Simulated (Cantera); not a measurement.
Feed: 1 mol Fe₂O₃, 0.68 mol CH₄, 0.035 mol CO, at 2000 °C and 0.100 bar.

Method: chemical equilibrium by Gibbs-energy minimisation in Cantera with the NASA 1993 tables (ideal gas, pure condensed phases). Candidate condensed phases: C, C₆H₆, C₇H₈, C₈H₁₈, Fe, Fe(CO)₅, FeO, Fe(OH)₂, Fe(OH)₃, Fe₂O₃, Fe₃O₄, H₂O; 114 gas species. Each liquid is taken as pure. Mutual solubility and eutectic melting of coexisting phases are not modelled. The tables' stoichiometric FeO is somewhat more stable than real wüstite, so its field is too wide. FeO: taken at fixed stoichiometry. The numbers say what is thermodynamically allowed, not how fast it happens.

Base state: H₂ 0.408, CO 0.297, H₂O 0.197, Fe 0.0530, CO₂ 0.0260, H 0.0170, OH 0.00127, FeO 0.000907 (mole fractions); condensed: Fe(l) + FeO(l).

What changes in the equilibrium state with this change: Fe₂O₃ replaced by MgO?


```
species        before     after
-----------  --------  --------
H₂              0.408     0.466
CO              0.297     0.254
Mg                  0     0.251
H₂O             0.197   0.00861
Fe             0.0530         0
CO₂            0.0260  0.000850
H              0.0170    0.0181
MgH                 0  0.000975
FeO          0.000907         0
MgOH                0  0.000418
Fe(l), mol     0.0604         0
FeO(l), mol      1.82         0
MgO(s), mol         0     0.292
```
The tables' values for MgH are old estimates; treat these amounts as uncertain. Further candidate phases: Mg, MgCO₃, MgO, Mg(OH)₂.

What changes in the equilibrium state with this change: temperature from 2000 °C to 1600 °C?


```
species        before     after
-----------  --------  --------
H₂              0.408     0.448
CO              0.297     0.309
H₂O             0.197     0.206
Fe             0.0530  0.000791
H              0.0170   0.00137
CO₂            0.0260    0.0347
O             3.64e-5   1.13e-7
FeO          0.000907   5.23e-6
OH            0.00127   4.88e-5
Fe(l), mol     0.0604     0.178
FeO(l), mol      1.82      1.82
```
